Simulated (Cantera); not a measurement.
A freely propagating, adiabatic, planar premixed flame of 7.39 % CH4, 0.717 % C2H6, 23.4 % O2, 65.4 % N2, 3.10 % H2, unburnt at 400 K and 1.38 atm; mixture-averaged transport, grid criteria slope 0.08 and curve 0.16, no radiation.

Model: GRI-Mech 3.0 (53 species, 325 reactions), integrated in Cantera. Burning velocities carry a grid error of a few per cent, more on coarse grids.

Question: Predict: laminar burning velocity; thermal thickness; peak x(CH2).

Answer: laminar burning velocity: 88.9 cm/s
thermal thickness: 0.216 mm
peak x(CH2): 4.32e-5
